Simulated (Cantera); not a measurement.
A Cantera script and what it prints.

```python
import numpy as np
import cantera as ct

gas_names = """
    CL CL2 N N2 Si SiCL SiCL2 SiCL3 SiCL4 SiN Si2 Si2N Si3
""".split()
cond_names = """
    Si(cr) Si(L) Si3N4(a)
""".split()


def load(file, names, dense=False):
    # The tables refer to 1 bar. Condensed volumes are neglected.
    table = {s.name: s for s in ct.Species.list_from_file(file)}
    out = []
    for n in names:
        d = dict(table[n].input_data)
        d["thermo"] = dict(d["thermo"], **{"reference-pressure": 1e5})
        if dense:
            d["equation-of-state"] = {"model": "constant-volume", "density": "1e6 g/cm^3"}
        out.append(ct.Species.from_dict(d))
    return out


gas = ct.Solution(thermo="ideal-gas", species=load("nasa_gas.yaml", gas_names))
cond = {s.name: ct.Solution(thermo="fixed-stoichiometry", species=[s], name=s.name)
        for s in load("nasa_condensed.yaml", cond_names, dense=True)}
atoms = {
    'SiCl4': {'Si': 1, 'CL': 4},
    'N2': {'N': 2},
}
top_T = {'Si3N4(a)': 2400}  # K; cautious upper limits of use, not melting points


def equilibrate(T, P, feed):
    n = {}
    for name, mol in feed.items():
        for a, k in atoms[name].items():
            n[a] = n.get(a, 0.0) + k * mol
    gas.TPX = T, P, n
    mass = sum(n.values()) * gas.mean_molecular_weight
    gas.equilibrate("TP")
    valid = [c for c in cond.values() if c.min_temp <= T <= top_T.get(c.name, c.max_temp)]
    mix = ct.Mixture([(gas, mass / gas.mean_molecular_weight)] + [(c, 0.0) for c in valid])
    mix.T, mix.P = T, P
    mix.equilibrate("TP", solver="vcs", rtol=1e-11, max_steps=5000)
    return mix


results = []
feed = {'SiCl4': 1, 'N2': 43}  # mol
P = 15000  # Pa
for T in [1148, 1223, 1298, 1373, 1448, 1523, 1598, 1673]:
    mix = equilibrate(T, P, feed)
    results.append((T, P, feed, dict(zip(mix.species_names, mix.species_moles))))
    x = sorted(zip(gas.X, gas.species_names), reverse=True)
    print(f"T = {T:g} K  P = {P:g} Pa  gas = {mix.phase_moles(0):.4g} mol")
    print("   x: " + "  ".join(f"{s} {v:.3e}" for v, s in x if v > 1e-06))
    print("   condensed (mol): " + ("  ".join(f"{mix.phase(i).name} {mix.phase_moles(i):.4g}"
          for i in range(1, mix.n_phases) if mix.phase_moles(i) > 1e-12) or "none"))
```

It prints:

```
T = 1148 K  P = 15000 Pa  gas = 44 mol
   x: N2 9.773e-01  SiCL4 2.272e-02  SiCL3 4.493e-06  CL 3.883e-06
   condensed (mol): none
T = 1223 K  P = 15000 Pa  gas = 44 mol
   x: N2 9.773e-01  SiCL4 2.271e-02  SiCL3 1.552e-05  CL 1.403e-05
   condensed (mol): none
T = 1298 K  P = 15000 Pa  gas = 44 mol
   x: N2 9.772e-01  SiCL4 2.268e-02  SiCL3 4.639e-05  CL 4.367e-05  CL2 1.927e-06
   condensed (mol): none
T = 1373 K  P = 15000 Pa  gas = 44.01 mol
   x: N2 9.772e-01  SiCL4 2.260e-02  SiCL3 1.224e-04  CL 1.203e-04  CL2 4.108e-06  SiCL2 3.066e-06
   condensed (mol): none
T = 1448 K  P = 15000 Pa  gas = 44.01 mol
   x: N2 9.770e-01  SiCL4 2.242e-02  CL 3.000e-04  SiCL3 2.889e-04  SiCL2 1.368e-05  CL2 8.163e-06
   condensed (mol): none
T = 1523 K  P = 15000 Pa  gas = 44.03 mol
   x: N2 9.766e-01  SiCL4 2.204e-02  CL 6.881e-04  SiCL3 6.159e-04  SiCL2 5.140e-05  CL2 1.534e-05
   condensed (mol): none
T = 1598 K  P = 15000 Pa  gas = 44.07 mol
   x: N2 9.758e-01  SiCL4 2.133e-02  CL 1.469e-03  SiCL3 1.194e-03  SiCL2 1.653e-04  CL2 2.746e-05
   condensed (mol): none
T = 1673 K  P = 15000 Pa  gas = 44.13 mol
   x: N2 9.744e-01  SiCL4 2.009e-02  CL 2.937e-03  SiCL3 2.108e-03  SiCL2 4.614e-04  CL2 4.680e-05
   condensed (mol): none
```

Equilibrium computed with Cantera from the NASA thermochemical tables; the gas is ideal and each condensed phase is pure. The tables' values for SiCl3 are old estimates; treat these amounts as uncertain.
